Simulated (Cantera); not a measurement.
An isothermal, constant-pressure homogeneous reactor starts with NO : N₂ = 1 : 17 (molar parts), at 2050 K and 0.0490 bar. Integrator tolerance rtol = 1e-08.

Computed with Cantera and GRI-Mech 3.0 (53 species, 325 reactions). Radical loss at walls, strong at low pressure, is not modelled.

### Question
What does this change do: pressure from 0.0490 bar to 0.810 bar?

### Answer
```
quantity                                             before                                      after
----------------  -----------------------------------------  -----------------------------------------
x(NO) at 3.00 s      0.0482 (gas-phase equilibrium 0.00341)     0.0162 (gas-phase equilibrium 0.00343)
x(N₂O) at 3.00 s    1.04e-6 (gas-phase equilibrium 4.70e-8)    2.88e-7 (gas-phase equilibrium 1.92e-7)
x(N₂) at 3.00 s         0.948 (gas-phase equilibrium 0.970)        0.964 (gas-phase equilibrium 0.970)
x(O₂) at 3.00 s      0.00351 (gas-phase equilibrium 0.0257)      0.0196 (gas-phase equilibrium 0.0260)
x(O) at 3.00 s    0.000297 (gas-phase equilibrium 0.000709)  0.000154 (gas-phase equilibrium 0.000175)
```

### Question
What does this change do: NO 1 to 1.9 parts?

### Answer
| quantity | before | after |
|---|---|---|
| x(NO) at 3.00 s | 0.0482 (gas-phase equilibrium 0.00341) | 0.0795 (gas-phase equilibrium 0.00458) |
| x(N₂O) at 3.00 s | 1.04e-6 (gas-phase equilibrium 4.70e-8) | 2.66e-6 (gas-phase equilibrium 6.23e-8) |
| x(N₂) at 3.00 s | 0.948 (gas-phase equilibrium 0.970) | 0.910 (gas-phase equilibrium 0.947) |
| x(O₂) at 3.00 s | 0.00351 (gas-phase equilibrium 0.0257) | 0.0103 (gas-phase equilibrium 0.0475) |
| x(O) at 3.00 s | 0.000297 (gas-phase equilibrium 0.000709) | 0.000488 (gas-phase equilibrium 0.000963) |

### Question
What does this change do: pressure from 0.0490 bar to 1.01 bar?

### Answer
```tsv
quantity	before	after
x(NO) at 3.00 s	0.0482 (gas-phase equilibrium 0.00341)	0.0135 (gas-phase equilibrium 0.00343)
x(N₂O) at 3.00 s	1.04e-6 (gas-phase equilibrium 4.70e-8)	2.76e-7 (gas-phase equilibrium 2.15e-7)
x(N₂) at 3.00 s	0.948 (gas-phase equilibrium 0.970)	0.965 (gas-phase equilibrium 0.970)
x(O₂) at 3.00 s	0.00351 (gas-phase equilibrium 0.0257)	0.0210 (gas-phase equilibrium 0.0260)
x(O) at 3.00 s	0.000297 (gas-phase equilibrium 0.000709)	0.000142 (gas-phase equilibrium 0.000157)
```
